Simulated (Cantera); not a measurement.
An isothermal, constant-pressure homogeneous reactor starts with 32.3 % NH₃, 67.7 % H₂, at 2025 K and 10.00 Torr.

Detailed kinetics in Cantera: the gas-phase N/H chemistry of the illustrative SiF4/NH3 mechanism in the Surface Chemkin manual (1991). Walls and surfaces, which speed up NH3 decomposition in real reactors, are not modelled.

One state of this run: x NH₃ = 7.69e-7; x H₂ = 0.863; x NH = 2.37e-8; x N = 4.16e-8; x NH₂ = 4.08e-8; x N₂H₄ = <1e-12. x: mole fraction; the columns are a selection and need not sum to one.

Problem. Which value of t (s) does it belong to?
A) 0.00252
B) 200
C) 0.000502
D) 39.9

Solution. D, 39.9
